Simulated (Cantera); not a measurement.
Input: 1 mol CH3SiCl3, 35 mol H2, equilibrated at 100 Torr.

Cantera equilibrium calculation (NASA polynomials, part measured and part estimated; ideal gas, pure solids and liquids). Candidate condensed phases: C, C6H6, C7H8, C8H18, Si, SiC; 109 gas species. The feed counts by its element totals alone. The tables' values for SiCl3 are old estimates; treat these amounts as uncertain. The numbers say what is thermodynamically allowed, not how fast it happens.

x: gas mole fraction; n: condensed amount in mol.

```tsv
T (K)	x H2	x HCl	x H	x SiCl2	x CH4	n SiC(s)	n C(graphite)
1473	0.921	0.0785	3.33e-5	0.000202	0.000226	0.991	0
1523	0.921	0.0785	6.07e-5	0.000210	0.000215	0.991	0
1573	0.921	0.0785	0.000107	0.000223	0.000201	0.991	0
1623	0.921	0.0784	0.000182	0.000265	0.000168	0.989	0.00168
1673	0.921	0.0783	(withheld)	(withheld)	(withheld)	0.987	(withheld)
1723	0.921	0.0781	(withheld)	(withheld)	(withheld)	0.985	0.00418
1773	0.921	0.0779	0.000748	0.000451	9.52e-5	0.982	0.00402
```

### Question
Fill in the missing entries.

### Answer

- 1673, x H: 0.000299
- 1673, x SiCl2: 0.000320
- 1673, x CH4: 0.000137
- 1673, n C(graphite): 0.00332
- 1723, x H: 0.000479
- 1723, x SiCl2: 0.000382
- 1723, x CH4: 0.000114
